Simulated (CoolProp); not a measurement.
A simple Rankine cycle with R22: condensing at 301.15 K, boiler at 3.34 MPa, turbine inlet 353.6 K, turbine efficiency 0.6, pump efficiency 0.7, no recuperator. Each further row changes one setting.

Computed with CoolProp (reference Helmholtz-energy equation of state, Kamei 1995).

| case | thermal efficiency (%) | net work (kJ/kg) | heat in (kJ/kg) | turbine exit temperature (K) | volume ratio over the turbine |
|---|---|---|---|---|---|
| as stated | 6.1 | 11.4 | 186 | 301.1 | 3.17 |
| turbine inlet 373.6 K | 6.6 | 13.9 | 211 | 321.7 | 3.00 |
| condensing temperature 293.15 K | 7.2 | 14.0 | 196 | 293.2 | 3.94 |
| boiler pressure 2.34 MPa | 4.8 | 9.80 | 206 | 320.6 | 2.07 |
| turbine efficiency 0.5 | 4.9 | 9.06 | 186 | 301.1 | 3.21 |

The expansion ends wet for: as stated; condensing temperature 293.15 K; turbine efficiency 0.5.
